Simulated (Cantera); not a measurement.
A closed system holds: 1 mol SiH2Cl2, 7.3 mol N2, 72 mol H2, held at 1323.15 K and 8.00 mbar.

Equilibrium computed with Cantera from the NASA thermochemical tables; the gas is ideal and each condensed phase is pure. Candidate condensed phases: NH4Cl, Si, Si3N4; 28 gas species. N2 is the only nitrogen source here; it is nearly inert below about 1500 K, so the nitride shown seldom forms there in practice. The numbers say what is thermodynamically allowed, not how fast it happens.

**Question.** What is the equilibrium state?

**Answer.** 
- x(H2) = 0.893
- x(N2) = 0.0823
- x(HCl) = 0.0248
- x(SiCl2) = 2.32e-5
- x(H) = 1.68e-5
- n(Si3N4(s)) = 0.333 mol
- gas amount = 80.64 mol
- log10 activity of Si(s) (absent) = -1.91
